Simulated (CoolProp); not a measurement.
A closed Brayton cycle with nitrogen: compressor inlet 319.15 K and 1.8 MPa, high pressure 5.01 MPa, turbine inlet 660 K, compressor efficiency 0.8, turbine efficiency 0.93, recuperator effectiveness 0.8 (on enthalpy, no pinch check). Each further row changes one setting.

Values from CoolProp's reference Helmholtz-energy equation of state, Span 2000.

| case | thermal efficiency (%) | net work (kJ/kg) | compressor to turbine work | compressor exit (K) | turbine exit (K) |
|---|---|---|---|---|---|
| as stated | 12.6 | 22.5 | 0.86 | 454.9 | 507.9 |
| turbine inlet 610 K | 6.2 | ? | ? | 454.9 | ? |
| compressor inlet 329.15 K | 10.3 | 17.9 | 0.89 | ? | 507.9 |
| high pressure 4.26 MPa | 15.1 | 24.9 | 0.82 | ? | ? |
| recuperator effectiveness 0.5 | ? | 22.5 | 0.86 | 454.9 | 507.9 |

Question: Fill in the missing entries.

Answer: 
- turbine inlet 610 K, net work (kJ/kg): 9.78
- turbine inlet 610 K, compressor to turbine work: 0.94
- turbine inlet 610 K, turbine exit (K): 468.3
- compressor inlet 329.15 K, compressor exit (K): 469.0
- high pressure 4.26 MPa, compressor exit (K): 430.7
- high pressure 4.26 MPa, turbine exit (K): 529.5
- recuperator effectiveness 0.5, thermal efficiency (%): 11.6
